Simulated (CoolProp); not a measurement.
500 sccm (0 °C, 1 atm) of nitrogen bubbles through liquid o-xylene at 332.4 K and leaves saturated at a total pressure of 0.013 MPa (ideal gas phase). Each further row changes one setting.

The numbers come from the reference Helmholtz-energy equation of state, Zhou 2012 in CoolProp.

| case | vapour pressure (kPa) | mole fraction of vapour | delivery (mg/min) | delivery (sccm) | change of delivery for a bath 1 K warmer (%) |
|---|---|---|---|---|---|
| as stated | 5.27 | 0.406 | 1620 | 341 | 8.0 |
| bath temperature 337.4 K | 6.59 | 0.507 | 2430 | 514 | 9.5 |
| total pressure 0.026 MPa | 5.27 | 0.203 | 602 | 127 | 5.9 |
